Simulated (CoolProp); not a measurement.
m-xylene at several states: Z from the reference equation and from simpler models built on Tc = 343.7 °C, pc = 3.535 MPa, ω = 0.326; each cubic takes its own stable root.

Model: reference Helmholtz-energy equation of state, Zhou 2012, in CoolProp.

```json
[
 {"T (°C)": "-12.95", "p (MPa)": "0.0406", "phase": "liquid", "reference": "0.002233"},
 {"T (°C)": "130.05", "p (MPa)": "0.163", "phase": "liquid", "reference": "0.006753"},
 {"T (°C)": "46.85", "p (MPa)": "2.1", "phase": "liquid", "reference": "0.09944"},
 {"T (°C)": "303.35", "p (MPa)": "0.0724", "phase": "gas", "reference": "0.9906"}
]
```

How far does each simpler model (van der Waals, Soave-Redlich-Kwong, Peng-Robinson) lie from the reference over these 4 states: mean and median of the absolute difference, and the worst?


- van der Waals: mean 3574.7 %, median 77.3 %, worst +14144.0 % at 130.05 °C and 0.163 MPa
- Soave-Redlich-Kwong: mean 12.1 %, median 15.4 %, worst +17.4 % at -12.95 °C and 0.0406 MPa
- Peng-Robinson: mean 2.4 %, median 2.4 %, worst +4.7 % at -12.95 °C and 0.0406 MPa

At some of these states van der Waals gives the other phase, because its saturation line lies elsewhere.
